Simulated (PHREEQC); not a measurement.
## Alkaline etch or developer: an equilibrium model

A solution holds 2.3 mmol/kgw TMAH, 0.42 mmol/kgw H4SiO4 and 1.2 mmol/kgw K2CO3, at 5.9 °C. Closed to the air; pH follows from the charge balance.

Computed with PHREEQC (ion-association model, wateq4f.dat).

```yaml
pH: 11.94
ionic_strength: 0.00587 mol/kgw
total_alkalinity: 4.70 meq/kg
```

```csv
species,molality,activity,log γ
K+,0.00240,0.00221,-0.035
(CH3)4N+,0.00230,0.00212,-0.034
OH-,0.00192,0.00177,-0.035
CO3-2,0.00116,0.000855,-0.134
H3SiO4-,0.000406,0.000375,-0.034
HCO3-,3.67e-5,3.39e-5,-0.033
H2SiO4-2,7.55e-6,5.55e-6,-0.134
H4SiO4,6.17e-6,6.18e-6,0.001
```

This is a speciation only: nothing precipitates in the calculation. (CH3)4N+ isn't in the database: it is added as a free cation with an ion size of 4 Å. At this temperature some constants are extrapolated from 25 °C, and those without enthalpy data are left unchanged.
